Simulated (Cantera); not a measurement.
Input: 1 mol C3H6, 0.026 mol NH3, 2.4 mol H2O, at 2400 K and 10000 Pa.

These are equilibrium values from Cantera (NASA tables, ideal gas, pure condensed phases), not measurements of a reactor. Candidate condensed phases: C, C6H6, C7H8, C8H18, H2O; 136 gas species. Rates play no part.

Problem. What is the equilibrium state?

Solution. 
| Item | Result |
|---|---|
| x(H2) | 0.653 |
| x(CO) | 0.299 |
| x(H) | 0.0406 |
| x(C2H2 (acetylene)) | 0.00455 |
| x(HCN) | 0.00132 |
| x(N2) | 0.000893 |
| x(HNC) | 0.000137 |
| x(C2H) | 1.63e-5 |
| x(C4H2) | 1.31e-5 |
| n(C(graphite)) | 0.514 mol |
| gas amount | 8.015 mol |
